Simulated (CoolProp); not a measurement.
Vapour-liquid equilibrium of ethane (1) + hydrogen sulfide (2) at 5.61 bar; x and y are mole fractions of (1).

Model: multi-fluid Helmholtz-energy mixture model, Bücker 2006 and Lemmon 2006; pair parameters Kunz 2012, in CoolProp.

```
x      bubble temperature (°C)  y at the bubble point  dew temperature at overall composition x (°C)  liquid density (mol/L)
-----  -----------------------  ---------------------  ---------------------------------------------  ----------------------
0.05                     -29.5                  0.322                                          -20.7                   25.23
0.125                    -38.4                  0.539                                          -22.9                   24.40
0.2                      -42.8                  0.628                                          -25.3                   23.45
0.275                    -44.9                  0.672                                          -27.8                   22.49
0.35                     -46.2                  0.697                                          -30.6                   21.59
0.425                    -47.0                  0.715                                          -33.5                   20.75
0.5                      -47.6                  0.732                                          -36.7                   19.98
0.575                    -48.2                  0.750                                          -40.1                   19.29
0.65                     -48.7                  0.771                                          -43.9                   18.66
0.725                    -49.2                  0.799                                          -47.4                   18.08
0.8                      -49.6                  0.835                                          -49.2                   17.56
0.875                    -49.8                  0.882                                          -49.8                   17.07
0.95                     -49.8                  0.945                                          -49.8                   16.62
```

y crosses x between x = 0.875 and 0.95: the model has an azeotrope there.

The pair parameters rest on a limited set of measurements; away from them the model extrapolates. With so large a gap from Raoult's law the liquid may split in two, which this calculation doesn't test in full.
